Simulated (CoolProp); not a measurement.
Vapour-liquid equilibrium of R22 (1) + C3F8 (R218) (2) at 282.8 K; x and y are mole fractions of (1).

Values from CoolProp's multi-fluid Helmholtz-energy mixture model, Kamei 1995 and Lemmon 2006; pair parameters Bell 2016.

```tsv
x	bubble pressure, mixture model (bar)	bubble pressure, Raoult's law (bar)	y, mixture model	y, Raoult's law
0.05	6.077	5.661	0.108	0.060
0.15	6.867	5.774	0.269	0.175
0.25	7.451	5.888	0.380	0.286
0.35	(withheld)	6.001	0.462	0.393
0.45	8.099	6.114	0.527	0.496
0.55	8.223	6.228	0.582	0.595
0.65	8.240	6.341	0.634	0.691
0.75	8.138	6.455	0.692	0.783
0.85	(withheld)	6.568	0.769	0.872
0.95	(withheld)	6.681	0.896	0.958
```

Question: Some entries are withheld; supply them.

Answer: 
- 0.35, bubble pressure, mixture model (bar): 7.852
- 0.85, bubble pressure, mixture model (bar): 7.860
- 0.95, bubble pressure, mixture model (bar): 7.253

The largest gap from Raoult's law is +32.5 % in bubble pressure, at x = 0.45. y crosses x between x = 0.55 and 0.65: the model has an azeotrope there.

Pair parameters are fitted to limited data, so mixtures are less certain than the pure fluids.
